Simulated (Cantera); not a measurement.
Cantera with NASA thermochemical tables; ideal gases at 1 bar, condensed phases pure. Values are per mole of reaction as written; species without (g) are pure solids or liquids, kept so even where they would boil at 1 bar.

**Question.** Between 1423 and 2223 K, where is each reaction favourable under standard conditions?
- 4 Al + O₂(g) = 2 Al₂O(g)
- V + O₂(g) = VO₂(g)
- Zr + O₂(g) = ZrO₂(g)

**Answer.** 
- 4 Al + O₂(g) = 2 Al₂O(g): ΔG° is -502 kJ at 1423 K and -567 kJ at 2223 K; it stays negative (K > 1). ΔH° is -405 kJ and ΔS° 73 J/K at 2223 K.
- V + O₂(g) = VO₂(g): ΔG° is -268 kJ at 1423 K and -278 kJ at 2223 K; it stays negative (K > 1). ΔH° is -281 kJ and ΔS° -1 J/K at 2223 K.
- Zr + O₂(g) = ZrO₂(g): ΔG° is -320 kJ at 1423 K and -328 kJ at 2223 K; it stays negative (K > 1). ΔH° is -330 kJ and ΔS° -1 J/K at 2223 K.
